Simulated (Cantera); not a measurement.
## Premixed flame

A freely propagating, adiabatic, planar premixed flame of CH4 : O2 : N2 : H2O = 1 : 1.67 : 5 : 0.69 (molar parts), equivalence ratio 1.2, unburnt at 500 K and 10.0 bar; mixture-averaged transport, grid criteria slope 0.08 and curve 0.16, no radiation.

Computed with Cantera and GRI-Mech 3.0 (53 species, 325 reactions). Burning velocities carry a grid error of a few per cent, more on coarse grids.

| z (mm) | T (K) | u (m/s) | x CH4 | x O2 | x H2O | x NO | x O | x H |
|---|---|---|---|---|---|---|---|---|
| -0.237 | 501 | 0.361 | 0.119 | 0.199 | 0.0825 | <1e-8 | <1e-8 | <1e-8 |
| -0.158 | 508 | 0.368 | 0.118 | 0.198 | 0.0835 | 1.04e-8 | <1e-8 | <1e-8 |
| -0.119 | 535 | 0.389 | 0.116 | 0.196 | 0.0871 | 5.35e-8 | <1e-8 | <1e-8 |
| -0.0791 | 677 | 0.497 | 0.106 | 0.184 | 0.105 | 5.20e-7 | <1e-8 | <1e-8 |
| -0.0395 | 1217 | 0.910 | 0.0678 | 0.131 | 0.167 | 7.26e-6 | 1.41e-6 | 7.07e-6 |
| -0.0198 | 1659 | 1.25 | 0.0351 | 0.0814 | 0.216 | 1.79e-5 | 2.52e-5 | 0.000131 |
| 0 | 2049 | 1.55 | 0.00802 | 0.0320 | 0.257 | 3.32e-5 | 0.000127 | 0.00106 |
| 0.0198 | 2217 | 1.68 | 0.000754 | 0.00878 | 0.272 | 5.54e-5 | 0.000225 | 0.00236 |
| 0.0395 | 2266 | 1.71 | 6.14e-5 | 0.00268 | 0.275 | 7.18e-5 | 0.000221 | 0.00260 |
| 0.0791 | 2302 | 1.73 | 1.24e-6 | 0.000664 | 0.276 | 8.42e-5 | 0.000124 | 0.00200 |
| 0.158 | 2326 | 1.75 | 1.33e-8 | 0.000209 | 0.277 | 8.99e-5 | 4.81e-5 | 0.00123 |
| 0.316 | 2337 | 1.75 | <1e-8 | 8.14e-5 | 0.278 | 9.27e-5 | 2.06e-5 | 0.000802 |
| 0.633 | 2340 | 1.76 | <1e-8 | 5.61e-5 | 0.279 | 9.53e-5 | 1.51e-5 | 0.000685 |
x: mole fraction of selected species; z is measured from the peak of heat release.

- laminar burning velocity = 36.0 cm/s
- thermal thickness = 0.0791 mm
- peak x(O) = 0.000236
- peak x(H) = 0.00262
- grid points = 138
